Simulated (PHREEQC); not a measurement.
0.31 g of hydrous ferric oxide (600 m²/g; 0.2 weak and 0.005 strong sites per Fe, Dzombak-Morel constants, diffuse double layer) in 1 kg of water with 0.001 mol/kgw of an inert sodium salt and 0.00074 mol ZnCl2, 2.4e-06 mol NiCl2 and 9.7e-07 mol ZnSO4, at 25 °C; the pH is set by adding NaOH or the inert anion's acid. Oxygen is held at 0.21 atm. CO2 from the air is kept out. Nothing may precipitate in this run.

The series has 13 steps of pH, from 3 to 9.

Computed with PHREEQC (ion-association model, wateq4f.dat).

Problem. Near which pH is half of the Ni sorbed, and on which side is more sorbed?

Solution. Near pH 8.7, with more sorbed at higher pH.

Problem. Near which pH is half of the S sorbed, and on which side is more sorbed?

Solution. Near pH 7.7, with more sorbed at lower pH.

Along this series the solution becomes supersaturated in solids that the run did not let form, among them Zn(OH)2-e, Zn4(OH)6SO4, Zn5(OH)8Cl2, Ni(OH)2. Complexes and solids missing from the database can't appear. The oxide is taken as insoluble; below pH 4 it would dissolve.
